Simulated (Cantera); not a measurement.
# H2S + H2O + O2 (abatement and gas-phase synthesis)

A closed system holds: 1 mol H2S, 0.038 mol H2O, 0.2 mol O2, held at 0.0630 bar.

Equilibrium computed with Cantera from the NASA thermochemical tables; the gas is ideal and each condensed phase is pure. Candidate condensed phases: H2O, H2SO4, S; 34 gas species. Ions and electrons are included (thermal ionisation). Rates play no part.

From 2227 °C to 4727 °C nothing is condensed.

```json
[
 {"T (°C)": "2227", "x H": "0.0645", "x H2": "0.415", "x S": "0.0717", "x S2": "0.168", "x O": "0.000375", "x H2O": "0.114", "x SO": "0.0833", "x SH": "0.0458", "x SO2": "0.0244", "x OH": "0.00366"},
 {"T (°C)": "2727", "x H": "0.307", "x H2": "0.238", "x S": "0.204", "x S2": "0.0411", "x O": "0.0119", "x H2O": "0.0352", "x SO": "0.104", "x SH": "0.0307", "x SO2": "0.0111", "x OH": "0.0151"},
 {"T (°C)": "3227", "x H": "0.536", "x H2": "0.0519", "x S": "0.261", "x S2": "0.00543", "x O": "0.0787", "x H2O": "0.00275", "x SO": "0.0406", "x SH": "0.00789", "x SO2": "0.00116", "x OH": "0.0131"},
 {"T (°C)": "3727", "x H": "0.582", "x H2": "0.00839", "x S": "0.280", "x S2": "0.000950", "x O": "0.117", "x H2O": "7.40e-5", "x SO": "0.00648", "x SH": "0.00180", "x SO2": "2.48e-5", "x OH": "0.00300"},
 {"T (°C)": "4227", "x H": "0.589", "x H2": "0.00183", "x S": "0.284", "x S2": "0.000223", "x O": "0.123", "x H2O": "3.09e-6", "x SO": "0.00114", "x SH": "0.000514", "x SO2": "7.06e-7", "x OH": "0.000698"},
 {"T (°C)": "4727", "x H": "0.590", "x H2": "0.000530", "x S": "0.284", "x S2": "6.84e-5", "x O": "0.124", "x H2O": "2.31e-7", "x SO": "0.000273", "x SH": "0.000184", "x SO2": "3.78e-8", "x OH": "0.000208"}
]
```
x: gas mole fraction; nothing condenses.
